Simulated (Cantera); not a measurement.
Input: 1 mol C2H5OH, 4.3 mol H2O, 4.5 mol H2, equilibrated at 2675 K and 960000 Pa.

Equilibrium computed with Cantera from the NASA thermochemical tables; the gas is ideal and each condensed phase is pure. Candidate condensed phases: C, C6H6, C7H8, C8H18, H2O; 110 gas species. The numbers say what is thermodynamically allowed, not how fast it happens.

Q: What is the equilibrium state?

A: 
- x(H2): 0.613
- x(H2O): 0.229
- x(CO): 0.136
- x(H): 0.0131
- x(CO2): 0.00762
- x(OH): 0.00122
- x(O): 1.66e-5
- x(O2): 2.50e-6
- x(HCO): 1.92e-6
- gas amount: 13.90 mol
- log10 activity of C(graphite) (absent): -4.24
